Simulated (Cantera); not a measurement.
An adiabatic, constant-pressure homogeneous reactor starts with H2 : O2 : N2 = 1 : 0.98 : 3.69 (molar parts), equivalence ratio 0.51, at 1548 K and 825 Torr. Integrator tolerance rtol = 1e-08.

Computed with Cantera and GRI-Mech 3.0 (53 species, 325 reactions).

**Question.** What does this change do: pressure from 825 Torr to 3750 Torr?

**Answer.** 
| quantity | before | after |
|---|---|---|
| time of steepest temperature rise | 11.2 µs | 2.51 µs |
| temperature at 0.100 s | 2576 K | 2627 K |
| equilibrium temperature | 2576 K | 2627 K |
| x(H2) at 0.100 s | 0.00507 (gas-phase equilibrium 0.00507) | 0.00307 (gas-phase equilibrium 0.00307) |
| x(O2) at 0.100 s | 0.0798 (gas-phase equilibrium 0.0798) | 0.0802 (gas-phase equilibrium 0.0802) |
| x(H2O) at 0.100 s | 0.176 (gas-phase equilibrium 0.176) | 0.181 (gas-phase equilibrium 0.181) |
| x(HO2) at 0.100 s | 1.14e-5 (gas-phase equilibrium 1.14e-5) | 1.91e-5 (gas-phase equilibrium 1.91e-5) |
| x(O) at 0.100 s | 0.00564 (gas-phase equilibrium 0.00564) | 0.00335 (gas-phase equilibrium 0.00335) |
The hydrogen kinetics of GRI-Mech 3.0 are dated; newer H2 mechanisms differ, most at raised pressure.
